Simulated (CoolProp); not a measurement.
R1224YDZ along the isotherm 199.95 °C: Z from the reference equation and from simpler models built on Tc = 155.5 °C, pc = 33.34 bar, ω = 0.325; each cubic takes its own stable root.

Computed with CoolProp (reference Helmholtz-energy equation of state, Akasaka 2023).

```tsv
p (bar)	phase	reference
7.58	gas	0.9427
15.2	gas	0.8816
22.7	gas	0.8175
30.3	gas	0.7481
37.9	supercritical	0.6737
45.5	supercritical	0.5927
53	supercritical	0.5033
60.6	supercritical	0.4248
68.2	supercritical	0.4015
75.8	supercritical	0.4057
83.4	supercritical	0.4198
```

How far does each simpler model (van der Waals, Redlich-Kwong, Soave-Redlich-Kwong, Peng-Robinson) lie from the reference over these 11 states: mean and median of the absolute difference, and the worst?


- van der Waals: mean 9.4 %, median 6.0 %, worst +24.8 % at 199.95 °C and 83.4 bar
- Redlich-Kwong: mean 5.3 %, median 4.7 %, worst +11.1 % at 199.95 °C and 83.4 bar
- Soave-Redlich-Kwong: mean 8.8 %, median 2.7 %, worst +22.0 % at 199.95 °C and 68.2 bar
- Peng-Robinson: mean 5.6 %, median 2.6 %, worst +13.5 % at 199.95 °C and 68.2 bar
